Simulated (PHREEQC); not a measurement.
Nickel, zinc or cadmium bath: an equilibrium model

Make-up at 25 °C: 0.034 mol/kgw ZnCl2, 0.24 mol/kgw NaOH and 0.0081 mol/kgw HCl. Closed to the air; pH follows from the charge balance.

Computed with PHREEQC (ion-association model, wateq4f.dat).

| Item | Result |
|---|---|
| pH | 12.86 |
| ionic strength | 0.265 mol/kgw |
| activity of water | 0.992 |
| total alkalinity | 232 meq/kg |

| species | molality | activity | log γ |
|---|---|---|---|
| Na+ | 0.240 | 0.175 | -0.137 |
| OH- | 0.105 | 0.0720 | -0.165 |
| Cl- | 0.0761 | 0.0525 | -0.161 |
| Zn(OH)4-2 | 0.0250 | 0.00735 | -0.531 |
| Zn(OH)3- | 0.00876 | 0.00645 | -0.133 |
| Zn(OH)2 | 0.000267 | 0.000284 | 0.026 |
| ZnOHCl | 5.13e-9 | 5.46e-9 | 0.026 |
| ZnOH+ | 4.67e-9 | 3.44e-9 | -0.133 |

Precipitation was switched off in this run. Saturation is exceeded, for instance for Zn(OH)2-e, Zn(OH)2-a; the values hold only as long as no solid forms.
